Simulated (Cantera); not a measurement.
An isothermal, constant-pressure homogeneous reactor starts with 95.3 % N2O, 4.67 % H2O, at 1175 K and 0.610 bar.

Detailed kinetics in Cantera: GRI-Mech 3.0 (53 species, 325 reactions). GRI-Mech 3.0 was tuned for natural gas; its chemistry of N2O as a main component is partial and can be far from experiment. The mechanism lacks the step 2 NO + O2 → 2 NO2, which can matter for NO2 below about 1400 K. The temperature is held fixed by assumption; the heat of reaction is taken as removed at once.

Predict: x(N2O) at 10.0 s; x(H2O) at 10.0 s; x(NO2) at 10.0 s; x(HO2) at 10.0 s; x(H2O2) at 10.0 s; x(O) at 10.0 s.


```json
{
 "x(N2O) at 10.0 s": "0.0768 (gas-phase equilibrium 9.13e-9)",
 "x(H2O) at 10.0 s": "0.0328 (gas-phase equilibrium 0.0316)",
 "x(NO2) at 10.0 s": "0.000426 (gas-phase equilibrium 3.35e-6)",
 "x(HO2) at 10.0 s": "2.62e-8 (gas-phase equilibrium 6.93e-9)",
 "x(H2O2) at 10.0 s": "7.78e-9 (gas-phase equilibrium 2.68e-10)",
 "x(O) at 10.0 s": "3.65e-7 (gas-phase equilibrium 1.07e-8)"
}
```
